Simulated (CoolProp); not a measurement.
Toluene along the isotherm 620 K: Z from the reference equation and from simpler models built on Tc = 591.7 K, pc = 4.126 MPa, ω = 0.266; each cubic takes its own stable root.

Values from CoolProp's reference Helmholtz-energy equation of state, Lemmon 2006. It is a short technical equation, of lower accuracy than the large ones.

```json
[
 {"p (MPa)": "0.0326", "phase": "gas", "reference": "0.9975", "van der Waals": "0.9979", "Soave-Redlich-Kwong": "0.9977", "Peng-Robinson": "0.9974"},
 {"p (MPa)": "0.0508", "phase": "gas", "reference": "0.9961", "van der Waals": "0.9967", "Soave-Redlich-Kwong": "0.9964", "Peng-Robinson": "0.9960"},
 {"p (MPa)": "0.0791", "phase": "gas", "reference": "0.9939", "van der Waals": "0.9949", "Soave-Redlich-Kwong": "0.9944", "Peng-Robinson": "0.9937"},
 {"p (MPa)": "0.123", "phase": "gas", "reference": "0.9906", "van der Waals": "0.9921", "Soave-Redlich-Kwong": "0.9913", "Peng-Robinson": "0.9902"},
 {"p (MPa)": "0.192", "phase": "gas", "reference": "0.9852", "van der Waals": "0.9875", "Soave-Redlich-Kwong": "0.9864", "Peng-Robinson": "0.9847"},
 {"p (MPa)": "0.299", "phase": "gas", "reference": "0.9769", "van der Waals": "0.9805", "Soave-Redlich-Kwong": "0.9787", "Peng-Robinson": "0.9761"},
 {"p (MPa)": "0.465", "phase": "gas", "reference": "0.9638", "van der Waals": "0.9694", "Soave-Redlich-Kwong": "0.9666", "Peng-Robinson": "0.9626"},
 {"p (MPa)": "0.724", "phase": "gas", "reference": "(withheld)", "van der Waals": "0.9516", "Soave-Redlich-Kwong": "0.9475", "Peng-Robinson": "0.9412"},
 {"p (MPa)": "1.13", "phase": "gas", "reference": "0.9094", "van der Waals": "0.9226", "Soave-Redlich-Kwong": "0.9165", "Peng-Robinson": "0.9068"},
 {"p (MPa)": "1.75", "phase": "gas", "reference": "0.8553", "van der Waals": "(withheld)", "Soave-Redlich-Kwong": "0.8666", "Peng-Robinson": "0.8520"},
 {"p (MPa)": "2.73", "phase": "gas", "reference": "0.7608", "van der Waals": "(withheld)", "Soave-Redlich-Kwong": "0.7794", "Peng-Robinson": "0.7578"},
 {"p (MPa)": "4.25", "phase": "supercritical", "reference": "0.5790", "van der Waals": "0.5951", "Soave-Redlich-Kwong": "0.6084", "Peng-Robinson": "0.5793"},
 {"p (MPa)": "6.63", "phase": "supercritical", "reference": "0.2938", "van der Waals": "0.3864", "Soave-Redlich-Kwong": "(withheld)", "Peng-Robinson": "0.3383"},
 {"p (MPa)": "10.3", "phase": "supercritical", "reference": "(withheld)", "van der Waals": "0.5132", "Soave-Redlich-Kwong": "0.4408", "Peng-Robinson": "0.3998"}
]
```

Q: Some entries are withheld; supply them.

A: 
- 0.724, reference: 0.9430
- 1.75, van der Waals: 0.8751
- 2.73, van der Waals: 0.7889
- 6.63, Soave-Redlich-Kwong: 0.3675
- 10.3, reference: 0.3732
